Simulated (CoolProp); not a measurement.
Vapour-liquid equilibrium of methanol (1) + water (2) at 95.95 °C; x and y are mole fractions of (1).

The numbers come from the multi-fluid Helmholtz-energy mixture model, de Reuck 1993 and Wagner 2002; pair parameters Bell 2016 in CoolProp.

```json
[
 {"x": "0.05", "bubble pressure (MPa)": "0.1057", "y at the bubble point": "0.203", "dew pressure at overall composition x (MPa)": "0.09147", "liquid density (mol/L)": "50.61"},
 {"x": "0.15", "bubble pressure (MPa)": "0.1369", "y at the bubble point": "0.438", "dew pressure at overall composition x (MPa)": "0.1004", "liquid density (mol/L)": "45.71"},
 {"x": "0.25", "bubble pressure (MPa)": "0.1638", "y at the bubble point": "0.575", "dew pressure at overall composition x (MPa)": "0.1109", "liquid density (mol/L)": "41.47"},
 {"x": "0.35", "bubble pressure (MPa)": "0.1874", "y at the bubble point": "0.667", "dew pressure at overall composition x (MPa)": "0.1235", "liquid density (mol/L)": "37.79"},
 {"x": "0.45", "bubble pressure (MPa)": "0.2086", "y at the bubble point": "0.737", "dew pressure at overall composition x (MPa)": "0.1390", "liquid density (mol/L)": "34.56"},
 {"x": "0.55", "bubble pressure (MPa)": "0.2282", "y at the bubble point": "0.793", "dew pressure at overall composition x (MPa)": "0.1582", "liquid density (mol/L)": "31.71"},
 {"x": "0.65", "bubble pressure (MPa)": "0.2469", "y at the bubble point": "0.843", "dew pressure at overall composition x (MPa)": "0.1825", "liquid density (mol/L)": "29.19"},
 {"x": "0.75", "bubble pressure (MPa)": "0.2651", "y at the bubble point": "0.889", "dew pressure at overall composition x (MPa)": "0.2130", "liquid density (mol/L)": "26.95"},
 {"x": "0.85", "bubble pressure (MPa)": "0.2833", "y at the bubble point": "0.933", "dew pressure at overall composition x (MPa)": "0.2497", "liquid density (mol/L)": "24.95"},
 {"x": "0.95", "bubble pressure (MPa)": "0.3016", "y at the bubble point": "0.977", "dew pressure at overall composition x (MPa)": "0.2903", "liquid density (mol/L)": "23.16"}
]
```

No azeotrope shows between x = 0.05 and 0.95.

Pair parameters are fitted to limited data, so mixtures are less certain than the pure fluids.
